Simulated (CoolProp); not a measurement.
Model: reference Helmholtz-energy equation of state, Gao 2022, in CoolProp.

**Question.** Give the vapour pressure (kPa), vapour density (kg/m³), enthalpy of vaporisation (kJ/kg), liquid cp (kJ/(kg K)) of saturated n-perfluorohexane at 311.5 K.

**Answer.** 
```
T (K)  p (kPa)  vapour density (kg/m³)  enthalpy of vaporisation (kJ/kg)  liquid cp (kJ/(kg K))
-----  -------  ----------------------  --------------------------------  ---------------------
311.5     51.1                    6.93                              89.6                   1.07
```
